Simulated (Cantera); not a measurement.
Mixture: CO : H2 : O2 : N2 = 1 : 0.29 : 1.32 : 4.95 (molar parts), at 7500 Torr, adiabatic and at constant pressure. Ignition delay is the time to a rise of 400 K.

Computed with Cantera and GRI-Mech 3.0 (53 species, 325 reactions). The hydrogen kinetics of GRI-Mech 3.0 are dated; newer H2 mechanisms differ, most at raised pressure. Below about 950 K walls govern HO2 and H2O2 in real vessels.

Predict: delay at 850 K; delay at 925 K; delay at 1000 K; delay at 1075 K; delay at 1150 K; delay at 1225 K; delay at 1300 K.


```json
{
 "delay at 850 K": "0.444 s",
 "delay at 925 K": "45.1 ms",
 "delay at 1000 K": "6.09 ms",
 "delay at 1075 K": "0.982 ms",
 "delay at 1150 K": "0.163 ms",
 "delay at 1225 K": "29.9 µs",
 "delay at 1300 K": "11.7 µs"
}
```
